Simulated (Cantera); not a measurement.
**B2O3 + NF3 + N2 (oxide etching and cleaning by halides)**

Feed: 1 mol B2O3, 0.61 mol NF3, 0.4 mol N2.

These are equilibrium values from Cantera (NASA tables, ideal gas, pure condensed phases), not measurements of a reactor. Candidate condensed phases: B, BN, B2O3; 31 gas species. The tables' values for BF2 are old estimates. Rates play no part.

Stable condensed phases:

```
T in °C \ P in Pa
              1    3.2     10     32    100    320   1000   3200  10000  32000 100000
   1100       A      A      B      B      B      B      B      B      B      B      B
   1075       A      B      B      B      B      B      B      B      B      B      B
   1050       A      B      B      B      B      B      B      B      B      B      B
   1025       B      B      B      B      B      B      B      B      B      B      B
   1000       B      B      B      B      B      B      B      B      B      B      B
    975       B      B      B      B      B      B      B      B      B      B      B
    950       B      B      B      B      B      B      B      B      B      B      B
    925       B      B      B      B      B      B      B      B      B      B      B
    900       B      B      B      B      B      B      B      B      B      B      B
    875       B      B      B      B      B      B      B      B      B      B      B
    850       B      B      B      B      B      B      B      B      B      B      B
    825       B      B      B      B      B      B      B      B      B      B      B
    800       B      B      B      B      B      B      B      B      B      B      B
```

A: gas only; B: B2O3.
